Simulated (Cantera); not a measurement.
A closed system holds: 1 mol PbO, 470 mol H2, 47 mol N2, equilibrated at 2048 K and 56.0 Pa.

Cantera equilibrium calculation (NASA polynomials, part measured and part estimated; ideal gas, pure solids and liquids). Candidate condensed phases: H2O, Pb, PbO, PbO2, Pb3O4; 27 gas species. Kinetics and transport are ignored.

Base state: H2 0.824, N2 0.0868, H 0.0859, Pb 0.00185, H2O 0.00183, OH 2.07e-5 (mole fractions); condensed: gas only.

Task: What changes in the equilibrium state with this change: temperature from 2048 K to 2173.15 K?

Result: 
```csv
species,before,after
H2,0.824,0.738
H,0.0859,0.175
N2,0.0868,0.0828
Pb,0.00185,0.00176
OH,2.07e-5,5.40e-5
H2O,0.00183,0.00170
```

Task: What changes in the equilibrium state with this change: PbO replaced by Cr2O3?

Result: 
```json
[
 {"species": "H2", "before": "0.824", "after": "0.819"},
 {"species": "N2", "before": "0.0868", "after": "0.0867"},
 {"species": "H", "before": "0.0859", "after": "0.0856"},
 {"species": "Cr", "before": "0", "after": "0.00367"},
 {"species": "H2O", "before": "0.00183", "after": "0.00545"},
 {"species": "Pb", "before": "0.00185", "after": "0"},
 {"species": "CrO", "before": "0", "after": "1.74e-5"},
 {"species": "OH", "before": "2.07e-5", "after": "6.21e-5"}
]
```
Further candidate phases: Cr, CrN, Cr2N, Cr2O3.
